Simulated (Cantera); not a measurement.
Cantera run, input and output.

```python
import numpy as np
import cantera as ct

gas = ct.Solution("gri30.yaml")
gas.TPX = 925, 220000, {'CH4': 0.0037, 'O2': 0.053, 'N2': 1, 'H2': 0.0044}
reactor = ct.IdealGasConstPressureReactor(gas, energy="off", clone=False)
net = ct.ReactorNet([reactor])
net.rtol, net.atol = 1e-08, 1e-18
show = ['CH4', 'O2', 'OH', 'NO', 'CH3', 'H', 'CO']
times = np.geomspace(0.0001, 200, 11)

steps = ct.SolutionArray(gas, extra=["t"])
rows = []
print(f"{'t/s':>10s}{'T/K':>9s}{'P/Pa':>11s}" + "".join(f"{s:>11s}" for s in show))
for t in times:
    while net.time < t:
        t_next = net.step()
        steps.append(gas.state, t=t_next)
    rows.append([np.interp(t, steps.t, y) for y in (steps.T, steps.P, *steps(*show).X.T)])
    print(f"{t:10.3e}{rows[-1][0]:9.1f}{rows[-1][1]:11.4g}" + "".join(f"{x:11.3e}" for x in rows[-1][2:]))
rate = np.gradient(steps.T, steps.t)
print("integrator steps:", len(steps.t))
if steps.T.max() > steps.T[0] + 200:
    print(f"time of steepest temperature rise: {steps.t[rate.argmax()]:.4e} s")
gas.TPX = 925, 220000, {'CH4': 0.0037, 'O2': 0.053, 'N2': 1, 'H2': 0.0044}
gas.equilibrate("TP")
print(f"equilibrium (TP): T = {gas.T:.1f} K  " + "  ".join(f"{s} {gas[s].X[0]:.3e}" for s in show))
```

Result:

```
       t/s      T/K       P/Pa        CH4         O2         OH         NO        CH3          H         CO
 1.000e-04    925.0    2.2e+05  3.487e-03  4.995e-02  5.689e-14  8.526e-26  2.741e-12  1.753e-13  3.065e-20
 4.267e-04    925.0    2.2e+05  3.487e-03  4.995e-02  7.234e-14  5.650e-25  1.145e-11  2.120e-13  1.475e-18
 1.821e-03    925.0    2.2e+05  3.487e-03  4.995e-02  1.108e-13  3.507e-24  3.472e-11  3.089e-13  7.792e-17
 7.768e-03    925.0    2.2e+05  3.487e-03  4.995e-02  1.550e-13  2.217e-23  5.628e-11  4.110e-13  3.152e-15
 3.314e-02    925.0    2.2e+05  3.487e-03  4.995e-02  3.212e-13  1.394e-22  9.154e-11  6.552e-13  9.243e-14
 1.414e-01    925.0    2.2e+05  3.487e-03  4.995e-02  2.996e-12  3.155e-21  5.650e-10  4.007e-12  5.824e-12
 6.034e-01    925.0    2.2e+05  3.239e-03  4.948e-02  2.977e-08  6.484e-15  3.259e-07  1.996e-08  1.163e-04
 2.575e+00    925.0    2.2e+05  1.541e-04  4.240e-02  3.157e-08  1.685e-13  4.456e-08  3.016e-09  2.023e-03
 1.099e+01    925.0    2.2e+05  4.167e-06  4.150e-02  7.726e-09  4.024e-13  1.253e-09  2.105e-10  1.044e-03
 4.687e+01    925.0    2.2e+05  1.002e-08  4.112e-02  4.033e-09  7.509e-13  3.361e-12  2.945e-11  2.900e-04
 2.000e+02    925.0    2.2e+05  1.896e-12  4.100e-02  1.211e-09  4.682e-13  5.212e-16  1.244e-12  3.676e-05
integrator steps: 2125
equilibrium (TP): T = 925.0 K  CH4 1.605e-49  O2 4.098e-02  OH 4.310e-09  NO 6.240e-06  CH3 8.581e-52  H 9.547e-17  CO 4.525e-14
```

Detailed kinetics in Cantera: GRI-Mech 3.0 (53 species, 325 reactions). Below about 1000 K GRI-Mech 3.0 lacks low-temperature oxidation paths. Below about 950 K walls govern HO2 and H2O2 in real vessels.
